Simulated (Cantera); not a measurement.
Predominance diagram of Ca at 675 K against the partial pressures of O2 and F2 (log10, bar). Source: NASA polynomial tables (part measured, part estimated), evaluated in Cantera. Candidates: Ca(s), CaF2(s), CaO(s). Only these pure phases compete in this equilibrium. Not in the tables: oxide halides.

Problem. Which phase is stable at these pairs, and which metal-bearing vapour leads over it? (-15.1, -6.7); (-11.6, -13.4); (-11.6, -40.3); (-7, -20.1); (-1.3, -40.3); (-3.6, -3.4); (-7, -13.4)

Solution. 
```tsv
log p(O2)	log p(F2)	phase	chief vapour	log p (bar)
-15.1	-6.7	CaF2(s)	CaF2	-23.7
-11.6	-13.4	CaF2(s)	CaF2	-23.7
-11.6	-40.3	CaF2(s)	CaF2	-23.7
-7	-20.1	CaF2(s)	CaF2	-23.7
-1.3	-40.3	CaF2(s)	CaF2	-23.7
-3.6	-3.4	CaF2(s)	CaF2	-23.7
-7	-13.4	CaF2(s)	CaF2	-23.7
```
